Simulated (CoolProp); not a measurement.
Hexamethyldisiloxane (MM) along the isobar 2.68 MPa: density (kg/m³) from the reference equation and from simpler models built on Tc = 518.7 K, pc = 1.931 MPa, ω = 0.418; each cubic takes its own stable root.

The numbers come from the reference Helmholtz-energy equation of state, Thol 2016 in CoolProp.

```csv
T (K),phase,reference
404.7,liquid,645.7
419.9,liquid,626.4
435.1,liquid,605.9
450.3,liquid,583.9
465.5,liquid,559.9
480.6,liquid,533.2
495.8,liquid,502.0
511,liquid,462.9
```

Task: How far does each simpler model (van der Waals, Redlich-Kwong) lie from the reference over these 8 states: mean and median of the absolute difference, and the worst?

Result: 
- van der Waals: mean 35.1 %, median 35.5 %, worst -36.8 % at 404.7 K and 2.68 MPa
- Redlich-Kwong: mean 13.7 %, median 13.5 %, worst -16.2 % at 511 K and 2.68 MPa
